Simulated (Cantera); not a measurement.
Input: 1 mol HMDSO, 2.6 mol O₃, 14 mol N₂, held at 1000 Pa.

These are equilibrium values from Cantera (NASA tables, ideal gas, pure condensed phases), not measurements of a reactor. Candidate condensed phases: C, C₆H₆, C₇H₈, C₈H₁₈, H₂O, Si, SiC, SiO₂, Si₂N₂O, Si₃N₄; 151 gas species. The feed counts by its element totals alone. N₂ is the only nitrogen source here; it is nearly inert below about 1500 K, so the nitride shown seldom forms there in practice. Mutual solubility and eutectic melting of coexisting phases are not modelled. The tables hold silica as quartz up to 1696 K and as liquid above; real silica turns to tridymite and cristobalite and melts near 1996 K. The numbers say what is thermodynamically allowed, not how fast it happens. All values below are at 1398 K.

Base state: N₂ 0.475, H₂ 0.315, CO 0.210, SiO 7.00e-5, H₂O 3.23e-5, H 2.65e-5, HCN 1.46e-5 (mole fractions); condensed: SiO₂(β-quartz) + Si₂N₂O(s).

Task: What changes in the equilibrium state with this change: pressure from 1000 Pa to 100000 Pa?

Result: 
```
species               before     after
-------------------  -------  --------
N₂                     0.475     0.504
H₂                     0.315     0.323
CO                     0.210     0.172
SiO                  7.00e-5   1.10e-7
CH₄                  3.35e-7  0.000455
NH₃                  1.05e-7   1.12e-5
SiO₂(β-quartz), mol     1.20      2.00
Si₂N₂O(s), mol         0.400         0
C(graphite), mol           0      1.19
```
